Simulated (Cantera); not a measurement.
A perfectly stirred reactor is fed with CO : H₂ : O₂ : N₂ = 1 : 0.35 : 0.993 : 3.73 (molar parts), equivalence ratio 0.68, at 11.0 bar; it is adiabatic with a 400 K inlet, and is followed from long to short residence time, starting on the burning branch (τ in s: 0.089, 0.049, 0.027, 0.015, 0.0081, 0.0044, 0.0024, 0.0013, 0.00074, 0.0004, 0.00022, 0.00012, 6.7e-05).

Detailed kinetics in Cantera: GRI-Mech 3.0 (53 species, 325 reactions). The hydrogen kinetics of GRI-Mech 3.0 are dated; newer H2 mechanisms differ, most at raised pressure.

Predict: blow-out, bracketed by the residence times tried; x(CO) at τ = 89.0 ms; x(H₂) at τ = 89.0 ms; x(O₂) at τ = 89.0 ms; x(H₂O) at τ = 89.0 ms; x(O) at τ = 89.0 ms; x(CO) at τ = 2.40 ms; x(H₂) at τ = 2.40 ms; x(O₂) at τ = 2.40 ms; x(H₂O) at τ = 2.40 ms; x(O) at τ = 2.40 ms.


```json
{
 "blow_out_bracketed_by_the_residence_times_tried": "burning at 67.0 µs, the shortest tried",
 "x(CO) at τ = 89.0 ms": "0.00116",
 "x(H₂) at τ = 89.0 ms": "7.68e-5",
 "x(O₂) at τ = 89.0 ms": "0.0578",
 "x(H₂O) at τ = 89.0 ms": "0.0640",
 "x(O) at τ = 89.0 ms": "0.000160",
 "x(CO) at τ = 2.40 ms": "0.00384",
 "x(H₂) at τ = 2.40 ms": "0.000212",
 "x(O₂) at τ = 2.40 ms": "0.0600",
 "x(H₂O) at τ = 2.40 ms": "0.0634",
 "x(O) at τ = 2.40 ms": "0.000380"
}
```
